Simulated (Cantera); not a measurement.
Charge: 1 mol FeCl2, a varied amount of H2, at 1125 °C and 750 Torr.

Cantera equilibrium calculation (NASA polynomials, part measured and part estimated; ideal gas, pure solids and liquids). Candidate condensed phases: Fe, FeCl2, FeCl3; 11 gas species. Equilibrium is a limit: real reactors are often held back by kinetics, nucleation or transport.

log p: log10 of the partial pressure in bar; n: condensed amount in mol.

```
n(H2) (mol)  log p H2  log p HCl  log p FeCl2  log p Fe2Cl4  log p FeCl3  log p H  log p Cl  n Fe(γ)
-----------  --------  ---------  -----------  ------------  -----------  -------  --------  -------
1.6             -0.36      -0.43        -0.71         -2.47          [?]    -5.51     -5.66    0.479
2.8             -0.24      -0.50        -0.98         -3.01          [?]    -5.44     -5.79    0.596
4               -0.18      -0.57        -1.18         -3.41          [?]    -5.41     -5.89    0.667
5.2             -0.14      -0.64        -1.34         -3.73          [?]    -5.40     -5.98    0.716
6.3             -0.12      -0.69        -1.47         -3.98          [?]    -5.38     -6.04    0.749
7.5             -0.10      -0.74        -1.58         -4.22          [?]    -5.38     -6.10    0.778
8.7             -0.09      -0.78        -1.69         -4.42          [?]    -5.37     -6.15    0.800
9.9             -0.08      -0.82        -1.78         -4.61          [?]    -5.36     -6.19    0.818
11              -0.07      -0.86        -1.85         -4.76          [?]    -5.36     -6.23    0.832
12              -0.07      -0.89        -1.92         -4.89          [?]    -5.36     -6.26    0.843
14              -0.06      -0.94        -2.03         -5.12          [?]    -5.35     -6.32    0.861
```

Task: Complete the blanks.

Result: 
- 1.6, log p FeCl3: -4.01
- 2.8, log p FeCl3: -4.41
- 4, log p FeCl3: -4.72
- 5.2, log p FeCl3: -4.96
- 6.3, log p FeCl3: -5.14
- 7.5, log p FeCl3: -5.32
- 8.7, log p FeCl3: -5.47
- 9.9, log p FeCl3: -5.61
- 11, log p FeCl3: -5.72
- 12, log p FeCl3: -5.82
- 14, log p FeCl3: -5.99
